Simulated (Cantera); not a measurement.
Gas mixture: 100 % N2O, at 0.140 bar, frozen composition.

Cantera's kinetic-theory transport with the Lennard-Jones parameters of GRI-Mech 3.0, ideal gas; thermal conductivity in the multicomponent form. The composition is frozen, though it would react at the higher temperatures.

One state of this run: ρ (kg/m³) = 0.0412; cp (J/kg/K) = 1375; μ (µPa s) = 59.7; λ (mW/m/K) = 112; Pr = 0.733; D (cm²/s) H2 = 97.2; D (cm²/s) OH = 38.2; D (cm²/s) NO = 24.3. D: mixture-averaged diffusion coefficient of that species in the mixture.

Question: Which value of T (K) does it belong to?
A) 1400
B) 1800
C) 400
D) 800

Answer: B, 1800
